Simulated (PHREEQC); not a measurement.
Na2CO3 is added in steps, without added water, to 1 kg of water holding 0.55 mol KOH and 9.3e-06 mol CO2, at 20 °C. O2 is buffered at 0.21 atm. CO2 from the air is kept out. The run lets Nahcolite, Natron precipitate or redissolve, and no other solid.

Base run: PHREEQC, ion-association model, wateq4f.dat. Each further column changes one thing. The table gives pH.

```json
[
 {"Na2CO3 added (mol)": "0", "base": "13.71", "diluted 100-fold with water": "11.87", "KOH left out": "5.75", "diluted 2-fold with water": "13.45", "no solid may form": "13.71"},
 {"Na2CO3 added (mol)": "0.0875", "base": "13.70", "diluted 100-fold with water": "11.82", "KOH left out": "?", "diluted 2-fold with water": "13.42", "no solid may form": "13.70"},
 {"Na2CO3 added (mol)": "0.175", "base": "13.69", "diluted 100-fold with water": "11.82", "KOH left out": "?", "diluted 2-fold with water": "13.40", "no solid may form": "13.69"},
 {"Na2CO3 added (mol)": "0.35", "base": "13.68", "diluted 100-fold with water": "11.82", "KOH left out": "?", "diluted 2-fold with water": "13.39", "no solid may form": "13.68"},
 {"Na2CO3 added (mol)": "0.4375", "base": "13.67", "diluted 100-fold with water": "11.82", "KOH left out": "?", "diluted 2-fold with water": "13.38", "no solid may form": "13.67"},
 {"Na2CO3 added (mol)": "0.525", "base": "13.67", "diluted 100-fold with water": "11.83", "KOH left out": "?", "diluted 2-fold with water": "13.38", "no solid may form": "13.67"},
 {"Na2CO3 added (mol)": "0.6125", "base": "13.67", "diluted 100-fold with water": "11.83", "KOH left out": "?", "diluted 2-fold with water": "13.37", "no solid may form": "13.67"},
 {"Na2CO3 added (mol)": "0.7875", "base": "13.66", "diluted 100-fold with water": "11.83", "KOH left out": "11.57", "diluted 2-fold with water": "13.37", "no solid may form": "13.66"},
 {"Na2CO3 added (mol)": "0.875", "base": "13.66", "diluted 100-fold with water": "11.83", "KOH left out": "11.57", "diluted 2-fold with water": "13.37", "no solid may form": "13.66"},
 {"Na2CO3 added (mol)": "0.9625", "base": "13.66", "diluted 100-fold with water": "11.83", "KOH left out": "11.58", "diluted 2-fold with water": "13.36", "no solid may form": "13.66"},
 {"Na2CO3 added (mol)": "1.05", "base": "13.66", "diluted 100-fold with water": "11.83", "KOH left out": "11.58", "diluted 2-fold with water": "13.36", "no solid may form": "13.66"},
 {"Na2CO3 added (mol)": "1.225", "base": "13.66", "diluted 100-fold with water": "11.84", "KOH left out": "11.59", "diluted 2-fold with water": "13.36", "no solid may form": "13.66"},
 {"Na2CO3 added (mol)": "1.312", "base": "13.66", "diluted 100-fold with water": "11.84", "KOH left out": "11.59", "diluted 2-fold with water": "13.36", "no solid may form": "13.66"},
 {"Na2CO3 added (mol)": "1.4", "base": "13.66", "diluted 100-fold with water": "11.84", "KOH left out": "11.59", "diluted 2-fold with water": "13.37", "no solid may form": "13.66"}
]
```

Question: Complete the blanks.

Answer: 
- 0.0875, KOH left out: 11.38
- 0.175, KOH left out: 11.45
- 0.35, KOH left out: 11.51
- 0.4375, KOH left out: 11.53
- 0.525, KOH left out: 11.54
- 0.6125, KOH left out: 11.55

The ionic strength passes 0.7 mol/kgw, the rough limit of the ion-association models, in part of: base; diluted 100-fold with water; KOH left out; diluted 2-fold with water; no solid may form.
